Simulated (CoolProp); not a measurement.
Properties of isopentane along the isobar 4110 kPa (Tc = 460.3 K, pc = 3378 kPa, ω = 0.227).

Model: reference Helmholtz-energy equation of state, Lemmon 2006, in CoolProp. It is a short technical equation, of lower accuracy than the large ones.

| T (K) | phase | density (kg/m³) | expansivity (1/kK) | conductivity (mW/(m K)) |
|---|---|---|---|---|
| 171.3 | liquid | 735.4 | 1.219 | 157 |
| 175 | liquid | 732.1 | 1.221 | 155 |
| 178.6 | liquid | 728.9 | 1.223 | 152 |
| 182.2 | liquid | 725.7 | 1.225 | 150 |
| 185.8 | liquid | 722.5 | 1.229 | 148 |
| 189.5 | liquid | 719.2 | 1.232 | 146 |
| 193.1 | liquid | 716.0 | 1.236 | 144 |
| 196.7 | liquid | 712.8 | 1.241 | 142 |
| 200.3 | liquid | 709.6 | 1.245 | 140 |
| 204 | liquid | 706.3 | 1.251 | 138 |
| 207.6 | liquid | 703.2 | 1.256 | 137 |
| 211.2 | liquid | 700.0 | 1.263 | 135 |
| 214.8 | liquid | 696.8 | 1.269 | 133 |
| 218.5 | liquid | 693.5 | 1.276 | 132 |
| 222.1 | liquid | 690.3 | 1.284 | 130 |
| 225.7 | liquid | 687.1 | 1.292 | 129 |

Thermal conductivity comes from a separate model (Vassiliou 2015).
